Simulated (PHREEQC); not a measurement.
Consider water at 25 °C with 0.022 mol/kgw CuCl2, 0.014 mol/kgw H2SO4 and 0.015 mol/kgw KCl. It is in equilibrium with CO2 at log p = -3.5 (atm). Otherwise closed; pH follows from the charge balance.

Equilibrium calculation in PHREEQC: ion-association model, phreeqc.dat.

| quantity | before | after |
|---|---|---|
| pH | 1.72 | 3.57 |
| Cu+2 (mol/kgw) | 0.0178 | 0.000215 |
| SO4-2 (mol/kgw) | 0.00569 | 0.000132 |
| HSO4- (mol/kgw) | 0.00504 | 3.06e-6 |
| CuSO4 (mol/kgw) | 0.00306 | 4.29e-6 |
| SI of Sylvite (KCl) | -4.20 | -7.99 |

**Question.** What was changed between the two runs?
(A) diluted 2-fold with water
(B) H2SO4 from 0.014 to 0.0126 mol/kgw
(C) CuCl2 from 0.022 to 0.0044 mol/kgw
(D) diluted 100-fold with water
(E) KCl from 0.015 to 0.03 mol/kgw

**Answer.** D, diluted 100-fold with water

Precipitation was switched off in this run.
